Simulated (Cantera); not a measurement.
Charge: 1 mol Cr, 2.3 mol NH₃.

Cantera equilibrium calculation (NASA polynomials, part measured and part estimated; ideal gas, pure solids and liquids). Candidate condensed phases: Cr, CrN, Cr₂N; 11 gas species. Mutual solubility and eutectic melting of coexisting phases are not modelled. Equilibrium is a limit: real reactors are often held back by kinetics, nucleation or transport.

Problem. What condenses at these points (T in °C, P in Pa): (550, 770); (550, 0.60); (1150, 22); (2550, 0.10); (550, 3.6); (750, 3.6); (950, 130); (950, 3.6)?

Solution. 
```csv
T (°C),P in Pa,condensed phases,Cr condensed (%)
550,770,CrN,100.0
550,0.60,Cr₂N,100.0
1150,22,Cr,99.8
2550,0.10,gas only,0.0
550,3.6,CrN,100.0
750,3.6,Cr + Cr₂N,100.0
950,130,Cr,100.0
950,3.6,Cr,100.0
```
